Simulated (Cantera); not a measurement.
An isothermal, constant-pressure homogeneous reactor starts with NH3 : H2 = 7 : 0.46 (molar parts), at 2350 K and 0.0130 bar.

Model: the gas-phase N/H chemistry of the illustrative SiF4/NH3 mechanism in the Surface Chemkin manual (1991), integrated in Cantera. Walls and surfaces, which speed up NH3 decomposition in real reactors, are not modelled.

x: mole fraction; the columns are a selection and need not sum to one.

```tsv
t (s)	x NH3	x H2	x N2H2	x H	x NH	x NH2
3.00e-6	0.938	0.0617	5.96e-12	5.16e-6	1.87e-10	1.45e-5
1.44e-5	0.938	0.0617	9.02e-10	7.92e-6	9.94e-9	8.64e-5
6.89e-5	0.938	0.0619	___	___	___	___
0.000330	0.935	0.0627	2.92e-6	4.99e-5	1.53e-5	0.00206
0.00158	0.919	0.0722	4.30e-5	0.000171	0.000107	0.00627
0.00758	0.825	0.142	4.19e-5	0.000333	0.000133	0.00587
0.0363	___	___	___	___	0.000140	___
0.174	0.0979	0.682	2.57e-6	0.00259	8.63e-5	0.00118
0.835	3.87e-5	0.734	2.19e-10	0.0270	3.45e-6	4.56e-6
4.00	6.11e-8	0.680	<1e-12	0.0886	6.85e-8	2.55e-8
```

Question: What belongs in the gaps?

Answer: 
- 6.89e-5, x N2H2: 6.34e-8
- 6.89e-5, x H: 1.51e-5
- 6.89e-5, x NH: 4.38e-7
- 6.89e-5, x NH2: 0.000436
- 0.0363, x NH3: 0.518
- 0.0363, x H2: 0.371
- 0.0363, x N2H2: 2.04e-5
- 0.0363, x H: 0.000885
- 0.0363, x NH2: 0.00389
